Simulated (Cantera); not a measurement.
Input (Python, Cantera) and output of one run.

```python
import numpy as np
import cantera as ct

gas_names = [...]  # 87 gases of nasa_gas.yaml made of C, H, Si
cond_names = """
    C(gr) C6H6(L) C7H8(L) C8H18(L),n-octa Si(cr) Si(L) SiC(b)
""".split()


# ... load() reads the species with a 1 bar reference pressure and builds the phases ...
atoms = {
    'SiH4': {'Si': 1, 'H': 4},
    'C2H4': {'C': 2, 'H': 4},
    'H2': {'H': 2},
    'C3H8': {'C': 3, 'H': 8},
}
top_T = {'C(gr)': 4500, 'SiC(b)': 3050}  # K; cautious upper limits of use, not melting points


# ... equilibrate(T, P, feed) seeds the gas with the atoms and calls Mixture.equilibrate('TP', solver="vcs", rtol=1e-11, max_steps=5000) ...
results = []
feed = {'SiH4': 1, 'C2H4': 0.18, 'H2': 1.7, 'C3H8': 0.93}  # mol
P = 100000  # Pa
for T in [1575, 1675, 1775, 1875, 1975, 2075, 2175, 2275]:
    mix = equilibrate(T, P, feed)
    results.append((T, P, feed, dict(zip(mix.species_names, mix.species_moles))))

top = {s: max(r[3][s] / sum(r[3][g] for g in gas_names) for r in results) for s in gas_names}
cols = sorted((s for s in top if top[s] > 0.001), key=lambda s: -top[s])[:9]
seen = [c for c in cond_names if any(r[3].get(c, 0) > 1e-12 for r in results)]
print("log10 of partial pressures in bar; condensed amounts in mol")
print(f"{'T/K':>10s}" + "".join(f"{s[:9]:>10s}" for s in cols + seen))
for T, P, feed, n in results:
    ng = sum(n[g] for g in gas_names)
    print(f"{T:10.4g}" + "".join(f"{np.log10(max(n[s] / ng * P / 1e5, 1e-99)):10.3f}" for s in cols)
          + "".join(f"{n.get(c, 0):10.4g}" for c in seen))
```

Output:

```
log10 of partial pressures in bar; condensed amounts in mol
       T/K        H2         H C2H2,acet       CH4     C(gr)    SiC(b)
      1575    -0.001    -4.382    -4.677    -2.742     2.136         1
      1675    -0.001    -3.935    -4.237    -2.920      2.14         1
      1775    -0.001    -3.539    -3.847    -3.078     2.141         1
      1875    -0.001    -3.184    -3.500    -3.219      2.14         1
      1975    -0.001    -2.864    -3.189    -3.345     2.136    0.9999
      2075    -0.002    -2.575    -2.908    -3.459     2.128    0.9998
      2175    -0.003    -2.313    -2.655    -3.563     2.113    0.9994
      2275    -0.006    -2.074    -2.425    -3.659      2.09    0.9983
```

These are equilibrium values from Cantera (NASA tables, ideal gas, pure condensed phases), not measurements of a reactor. Gases not in the tables: Si2H6 and higher silanes.
